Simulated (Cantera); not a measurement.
What does this Cantera script print?

```python
import numpy as np
import cantera as ct

gas_names = """
    CL CL2 H HCL H2 Si SiCL SiCL2 SiCL3 SiCL4 SiH SiHCL3 SiH2 SiH2CL2 SiH3 SiH3CL SiH4 Si2 Si3
""".split()
cond_names = """
    Si(cr) Si(L)
""".split()


# ... load() reads the species with a 1 bar reference pressure and builds the phases ...
atoms = {
    'Si': {'Si': 1},
    'HCl': {'H': 1, 'CL': 1},
}
top_T = {}  # K; cautious upper limits of use, not melting points


# ... equilibrate(T, P, feed) seeds the gas with the atoms and calls Mixture.equilibrate('TP', solver="vcs", rtol=1e-11, max_steps=5000) ...
results = []
feed = {'Si': 1, 'HCl': 27}  # mol
P = 100000  # Pa
for T in [600, 700, 800, 900, 1000, 1100, 1200, 1300, 1400, 1500, 1600, 1700]:
    mix = equilibrate(T, P, feed)
    results.append((T, P, feed, dict(zip(mix.species_names, mix.species_moles))))

top = {s: max(r[3][s] / sum(r[3][g] for g in gas_names) for r in results) for s in gas_names}
cols = sorted((s for s in top if top[s] > 0.0001), key=lambda s: -top[s])[:7]
seen = [c for c in cond_names if any(r[3].get(c, 0) > 1e-12 for r in results)]
print("log10 of partial pressures in bar; condensed amounts in mol")
print(f"{'T/K':>10s}" + "".join(f"{s[:9]:>10s}" for s in cols + seen))
for T, P, feed, n in results:
    ng = sum(n[g] for g in gas_names)
    print(f"{T:10.4g}" + "".join(f"{np.log10(max(n[s] / ng * P / 1e5, 1e-99)):10.3f}" for s in cols)
          + "".join(f"{n.get(c, 0):10.4g}" for c in seen))
```

It prints:

```
log10 of partial pressures in bar; condensed amounts in mol
       T/K       HCL        H2     SiCL4     SiCL3     SiCL2    SiHCL3        CL
       600    -0.053    -1.114    -1.415   -11.978   -19.393    -7.036   -15.735
       700    -0.053    -1.114    -1.415    -9.770   -15.607    -6.165   -13.044
       800    -0.053    -1.114    -1.415    -8.122   -12.784    -5.520   -11.019
       900    -0.053    -1.114    -1.415    -6.846   -10.600    -5.022    -9.439
      1000    -0.053    -1.114    -1.415    -5.831    -8.862    -4.628    -8.171
      1100    -0.053    -1.114    -1.416    -5.003    -7.448    -4.308    -7.131
      1200    -0.053    -1.115    -1.417    -4.318    -6.276    -4.043    -6.263
      1300    -0.053    -1.115    -1.419    -3.742    -5.292    -3.822    -5.525
      1400    -0.053    -1.117    -1.424    -3.255    -4.457    -3.639    -4.892
      1500    -0.053    -1.121    -1.438    -2.844    -3.748    -3.491    -4.340
      1600    -0.052    -1.130    -1.467    -2.506    -3.154    -3.385    -3.853
      1700    -0.051    -1.147    -1.523    -2.246    -2.674    -3.333    -3.418
```

These are equilibrium values from Cantera (NASA tables, ideal gas, pure condensed phases), not measurements of a reactor. The tables' values for SiCl3 are old estimates; treat these amounts as uncertain.
